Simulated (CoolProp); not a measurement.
Octamethylcyclotetrasiloxane (D4) along the isotherm 412.1 K: Z from the reference equation and from simpler models built on Tc = 586.5 K, pc = 1.347 MPa, ω = 0.598; each cubic takes its own stable root.

The numbers come from the reference Helmholtz-energy equation of state, Thol 2015 in CoolProp.

| p (MPa) | phase | reference | van der Waals | Soave-Redlich-Kwong | Peng-Robinson |
|---|---|---|---|---|---|
| 0.421 | liquid | 0.04466 | 0.07771 | 0.04911 | 0.04350 |
| 0.842 | liquid | 0.08915 | 0.1534 | (withheld) | 0.08675 |
| 1.26 | liquid | 0.1332 | 0.2269 | 0.1460 | 0.1295 |
| 1.68 | liquid | 0.1772 | 0.2995 | 0.1941 | 0.1722 |
| 2.11 | liquid | 0.2222 | 0.3726 | 0.2430 | 0.2157 |
| 2.53 | liquid | 0.2660 | 0.4431 | 0.2906 | 0.2579 |
| 2.95 | liquid | (withheld) | 0.5127 | 0.3379 | 0.3000 |
| 3.37 | liquid | 0.3532 | 0.5817 | 0.3849 | 0.3420 |
| 3.79 | liquid | 0.3965 | 0.6499 | 0.4318 | (withheld) |
| 4.21 | liquid | 0.4398 | 0.7176 | 0.4784 | 0.4253 |
| 4.63 | liquid | 0.4829 | 0.7847 | 0.5249 | 0.4667 |
| 5.05 | liquid | 0.5259 | (withheld) | 0.5711 | 0.5080 |
| 5.47 | liquid | 0.5688 | 0.9176 | 0.6172 | 0.5492 |
| 5.89 | liquid | 0.6116 | 0.9834 | 0.6631 | 0.5902 |
| 6.32 | liquid | 0.6553 | 1.050 | 0.7099 | 0.6320 |
| 6.74 | liquid | 0.6979 | 1.115 | 0.7555 | 0.6728 |

### Question
What belongs in the gaps?

### Answer

- 0.842, Soave-Redlich-Kwong: 0.09790
- 2.95, reference: 0.3097
- 3.79, Peng-Robinson: 0.3837
- 5.05, van der Waals: 0.8514
